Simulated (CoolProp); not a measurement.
A Linde-Hampson liquefier for nitrogen: isothermal reversible compression at 290 K from 1 atm to 30 MPa, throttling to 1 atm, return gas leaving the recuperator 0 K below the feed. Each further row changes one setting.

The numbers come from the reference Helmholtz-energy equation of state, Span 2000 in CoolProp.

```csv
case,liquid yield per pass,compression work (kJ/kg of gas)
as stated,(withheld),493
high pressure 60 MPa,(withheld),(withheld)
warm-end temperature 320 K,(withheld),(withheld)
warm-end gap 5 K,(withheld),493
```

**Question.** Fill in the missing entries.

**Answer.** 
- as stated, liquid yield per pass: 0.098
- high pressure 60 MPa, liquid yield per pass: 0.090
- high pressure 60 MPa, compression work (kJ/kg of gas): 570
- warm-end temperature 320 K, liquid yield per pass: 0.072
- warm-end temperature 320 K, compression work (kJ/kg of gas): 547
- warm-end gap 5 K, liquid yield per pass: 0.087
